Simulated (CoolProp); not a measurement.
Vapour-liquid equilibrium of benzene (1) + cyclohexane (2) at 114.75 °C; x and y are mole fractions of (1).

The numbers come from the multi-fluid Helmholtz-energy mixture model, Thol 2012 and Zhou 2014; pair parameters Bell 2016 in CoolProp.

```tsv
x	bubble pressure, mixture model (kPa)	bubble pressure, Raoult's law (kPa)	y, mixture model	y, Raoult's law
0.05	258.9	254.7	0.065	0.052
0.2	270.3	256.1	0.237	0.206
0.35	277.8	257.6	0.382	0.359
0.5	281.5	259.1	0.513	0.509
0.65	281.7	260.6	0.640	0.659
0.8	277.8	262.0	0.775	0.806
0.95	268.6	263.5	0.936	0.952
```

The largest gap from Raoult's law is +8.6 % in bubble pressure, at x = 0.5. y crosses x between x = 0.5 and 0.65: the model has an azeotrope there.

The pair parameters rest on a limited set of measurements; away from them the model extrapolates.
